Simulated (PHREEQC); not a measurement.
## Ultrapure water in contact with air or piping (model solution)

A made-up water analysis in mg/L, 4.8 °C, pH 6.45, pe 2.7:

```csv
constituent,mg/L
Na,0.166
K,0.0294
Ca,0.928
Mg,0.0122
Cl,0.567
S(6) as SO4,1.32
Alkalinity as HCO3,0.89
Si as SiO2,0.0612
Zn,0.071
Fe(2),0.0143
```

Valence states are taken as typed.

Model: ion-association model, wateq4f.dat, run in PHREEQC.

Each row changes one thing in this solution. No solid was allowed to form.

```json
[
 {"case": "as made", "CO2 (mol/kgw)": "1.73e-5", "HCO3- (mol/kgw)": "1.49e-5", "CaSO4 (mol/kgw)": "4.72e-8", "ZnSO4 (mol/kgw)": "2.69e-9", "CaHCO3+ (mol/kgw)": "2.61e-9", "ZnHCO3+ (mol/kgw)": "1.94e-9", "SI of Quartz (SiO2)": "-1.69"},
 {"case": "Fe(2) from 0.0143 to 0.0286 mg/L", "CO2 (mol/kgw)": "1.73e-5", "HCO3- (mol/kgw)": "1.49e-5", "CaSO4 (mol/kgw)": "4.72e-8", "ZnSO4 (mol/kgw)": "2.69e-9", "CaHCO3+ (mol/kgw)": "2.61e-9", "ZnHCO3+ (mol/kgw)": "1.94e-9", "SI of Quartz (SiO2)": "-1.69"},
 {"case": "pH from 6.45 to 6.15 at the same alkalinity", "CO2 (mol/kgw)": "3.53e-5", "HCO3- (mol/kgw)": "1.53e-5", "CaSO4 (mol/kgw)": "4.72e-8", "ZnSO4 (mol/kgw)": "2.69e-9", "CaHCO3+ (mol/kgw)": "?", "ZnHCO3+ (mol/kgw)": "?", "SI of Quartz (SiO2)": "-1.69"},
 {"case": "pH from 6.45 to 5.5 at the same alkalinity", "CO2 (mol/kgw)": "0.000183", "HCO3- (mol/kgw)": "1.78e-5", "CaSO4 (mol/kgw)": "4.71e-8", "ZnSO4 (mol/kgw)": "2.69e-9", "CaHCO3+ (mol/kgw)": "3.10e-9", "ZnHCO3+ (mol/kgw)": "2.31e-9", "SI of Quartz (SiO2)": "-1.69"},
 {"case": "temperature from 4.8 to 50 °C at the same typed pH", "CO2 (mol/kgw)": "9.99e-6", "HCO3- (mol/kgw)": "1.48e-5", "CaSO4 (mol/kgw)": "7.09e-8", "ZnSO4 (mol/kgw)": "3.69e-9", "CaHCO3+ (mol/kgw)": "5.23e-9", "ZnHCO3+ (mol/kgw)": "1.88e-9", "SI of Quartz (SiO2)": "?"},
 {"case": "all concentrations times 4 at the same typed pH", "CO2 (mol/kgw)": "6.72e-5", "HCO3- (mol/kgw)": "5.86e-5", "CaSO4 (mol/kgw)": "?", "ZnSO4 (mol/kgw)": "?", "CaHCO3+ (mol/kgw)": "3.90e-8", "ZnHCO3+ (mol/kgw)": "2.89e-8", "SI of Quartz (SiO2)": "-1.09"}
]
```

Problem. Complete the blanks.

Solution. 
- pH from 6.45 to 6.15 at the same alkalinity, CaHCO3+ (mol/kgw): 2.67e-9
- pH from 6.45 to 6.15 at the same alkalinity, ZnHCO3+ (mol/kgw): 1.99e-9
- temperature from 4.8 to 50 °C at the same typed pH, SI of Quartz (SiO2): -2.35
- all concentrations times 4 at the same typed pH, CaSO4 (mol/kgw): 6.83e-7
- all concentrations times 4 at the same typed pH, ZnSO4 (mol/kgw): 3.87e-8

Constants without temperature data keep their 25 °C values here.
